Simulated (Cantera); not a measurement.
# Low-pressure radical oxidation in H2/O2

A perfectly stirred reactor is fed with 4.65 % H2, 80.1 % O2, 15.2 % N2, equivalence ratio 0.029, at 3000 Pa; it is held at 1300 K, and followed from long to short residence time.

Cantera simulation using the H2/O2 subset of GRI-Mech 3.0, which has no nitrogen chemistry; the numbers are that mechanism's predictions, not measurements. Radical loss at walls, strong at low pressure, is not modelled. The temperature is held fixed by assumption; the heat of reaction is taken as removed at once.

```tsv
τ (s)	x H2	x O2	x OH	x H	x H2O2	x O	x H2O
11	1.91e-5	0.796	0.000445	6.53e-6	2.92e-8	0.000309	0.0473
2.3	5.13e-5	0.795	0.000748	3.11e-5	5.05e-8	0.000874	0.0471
0.49	0.000132	0.794	0.00124	0.000141	7.95e-8	0.00239	0.0467
0.10	0.000339	0.790	0.00204	0.000614	1.14e-7	0.00630	0.0457
0.021	0.000811	0.782	0.00311	0.00212	1.46e-7	0.0140	0.0437
0.0045	0.00191	0.773	0.00431	0.00481	1.80e-7	0.0224	0.0403
0.00095	0.00539	0.771	0.00571	0.00713	2.47e-7	0.0237	0.0348
```
x: mole fraction; the columns are a selection and need not sum to one.
